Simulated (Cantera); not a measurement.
Feed: 1 mol c-C4F8, 0.3 mol CH4, equilibrated at 10.0 mbar.

Cantera equilibrium calculation (NASA polynomials, part measured and part estimated; ideal gas, pure solids and liquids). Candidate condensed phases: C, C6H6, C7H8, C8H18; 110 gas species. Ions and electrons are included (thermal ionisation). The feed counts by its element totals alone. Rates play no part.

Question: Which condensed phases are stable at each of these points (T (K)): 3000, 3250, 3500, 3750, 4000, 4250, 4500, 4750, 5000?

Answer: 
```json
[
 {"T (K)": "3000", "condensed phases": "C(graphite)", "C condensed (%)": "58.6"},
 {"T (K)": "3250", "condensed phases": "gas only", "C condensed (%)": "0.0"},
 {"T (K)": "3500", "condensed phases": "gas only", "C condensed (%)": "0.0"},
 {"T (K)": "3750", "condensed phases": "gas only", "C condensed (%)": "0.0"},
 {"T (K)": "4000", "condensed phases": "gas only", "C condensed (%)": "0.0"},
 {"T (K)": "4250", "condensed phases": "gas only", "C condensed (%)": "0.0"},
 {"T (K)": "4500", "condensed phases": "gas only", "C condensed (%)": "0.0"},
 {"T (K)": "4750", "condensed phases": "gas only", "C condensed (%)": "0.0"},
 {"T (K)": "5000", "condensed phases": "gas only", "C condensed (%)": "0.0"}
]
```

At 3000 K the condensed part is C(graphite). From 3250 K to 5000 K nothing is condensed.
